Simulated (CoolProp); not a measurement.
Saturation properties of R227EA (Tc = 374.9 K, pc = 2925 kPa, ω = 0.358).

Computed with CoolProp (reference Helmholtz-energy equation of state, Lemmon 2016).

```csv
T (K),p (kPa),vapour density (kg/m³),liquid cp (kJ/(kg K))
187,1.190,0.1304,0.9703
191.6,1.804,0.1931,0.9764
196.3,___,0.2816,0.9827
200.9,3.902,0.3990,0.9890
205.5,5.539,0.5546,0.9954
210.2,7.772,___,1.002
214.8,10.64,1.023,1.009
219.5,14.43,1.361,1.016
224.1,19.15,___,1.023
228.7,25.07,2.284,1.030
233.4,32.58,2.919,1.037
238,41.59,3.671,1.045
242.7,52.77,4.590,1.053
247.3,65.92,5.658,1.061
252,81.92,6.943,1.070
```

Q: Some entries are withheld; supply them.

A: 
- 196.3, p (kPa): 2.694
- 210.2, vapour density (kg/m³): 0.7622
- 224.1, vapour density (kg/m³): 1.775

It boils at 256.8 K under 1 atm.
